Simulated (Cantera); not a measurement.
An adiabatic, constant-volume homogeneous reactor starts with CH4 : O2 : N2 : H2O = 1 : 2 : 7.52 : 0.51 (molar parts), at 1625 K and 4.80 bar. Integrator tolerance rtol = 1e-08.

Model: GRI-Mech 3.0 (53 species, 325 reactions), integrated in Cantera. Above 3000 K some thermodynamic fits are extrapolated.

Problem. What does this change do: N2 7.52 to 11 parts?

Solution. 
| quantity | before | after |
|---|---|---|
| time of steepest temperature rise | 0.112 ms | 0.151 ms |
| temperature at 0.200 s | 3020 K | 2866 K |
| equilibrium temperature | 3020 K | 2866 K |
| x(CH4) at 0.200 s | <1e-12 (gas-phase equilibrium <1e-12) | <1e-12 (gas-phase equilibrium <1e-12) |
| x(O2) at 0.200 s | 0.0179 (gas-phase equilibrium 0.0179) | 0.0114 (gas-phase equilibrium 0.0114) |
| x(H2O) at 0.200 s | 0.180 (gas-phase equilibrium 0.180) | 0.147 (gas-phase equilibrium 0.147) |
| x(C2H6) at 0.200 s | <1e-12 (gas-phase equilibrium <1e-12) | <1e-12 (gas-phase equilibrium <1e-12) |
| x(O) at 0.200 s | 0.00533 (gas-phase equilibrium 0.00533) | 0.00254 (gas-phase equilibrium 0.00254) |
| x(CH3) at 0.200 s | <1e-12 (gas-phase equilibrium <1e-12) | <1e-12 (gas-phase equilibrium <1e-12) |
| x(CO) at 0.200 s | 0.0404 (gas-phase equilibrium 0.0404) | 0.0260 (gas-phase equilibrium 0.0260) |

Problem. What does this change do: constant pressure in place of constant volume?

Solution. 
```csv
quantity,before,after
time of steepest temperature rise,0.112 ms,0.120 ms
temperature at 0.200 s,3020 K,2844 K
equilibrium temperature,3020 K,2844 K
x(CH4) at 0.200 s,<1e-12 (gas-phase equilibrium <1e-12),<1e-12 (gas-phase equilibrium <1e-12)
x(O2) at 0.200 s,0.0179 (gas-phase equilibrium 0.0179),0.0162 (gas-phase equilibrium 0.0162)
x(H2O) at 0.200 s,0.180 (gas-phase equilibrium 0.180),0.189 (gas-phase equilibrium 0.189)
x(C2H6) at 0.200 s,<1e-12 (gas-phase equilibrium <1e-12),<1e-12 (gas-phase equilibrium <1e-12)
x(O) at 0.200 s,0.00533 (gas-phase equilibrium 0.00533),0.00376 (gas-phase equilibrium 0.00376)
x(CH3) at 0.200 s,<1e-12 (gas-phase equilibrium <1e-12),<1e-12 (gas-phase equilibrium <1e-12)
x(CO) at 0.200 s,0.0404 (gas-phase equilibrium 0.0404),0.0346 (gas-phase equilibrium 0.0346)
```

Problem. What does this change do: pressure from 4.80 bar to 2.00 bar?

Solution. 
| quantity | before | after |
|---|---|---|
| time of steepest temperature rise | 0.112 ms | 0.223 ms |
| temperature at 0.200 s | 3020 K | 2942 K |
| equilibrium temperature | 3020 K | 2942 K |
| x(CH4) at 0.200 s | <1e-12 (gas-phase equilibrium <1e-12) | <1e-12 (gas-phase equilibrium <1e-12) |
| x(O2) at 0.200 s | 0.0179 (gas-phase equilibrium 0.0179) | 0.0199 (gas-phase equilibrium 0.0199) |
| x(H2O) at 0.200 s | 0.180 (gas-phase equilibrium 0.180) | 0.175 (gas-phase equilibrium 0.175) |
| x(C2H6) at 0.200 s | <1e-12 (gas-phase equilibrium <1e-12) | <1e-12 (gas-phase equilibrium <1e-12) |
| x(O) at 0.200 s | 0.00533 (gas-phase equilibrium 0.00533) | 0.00673 (gas-phase equilibrium 0.00673) |
| x(CH3) at 0.200 s | <1e-12 (gas-phase equilibrium <1e-12) | <1e-12 (gas-phase equilibrium <1e-12) |
| x(CO) at 0.200 s | 0.0404 (gas-phase equilibrium 0.0404) | 0.0425 (gas-phase equilibrium 0.0425) |
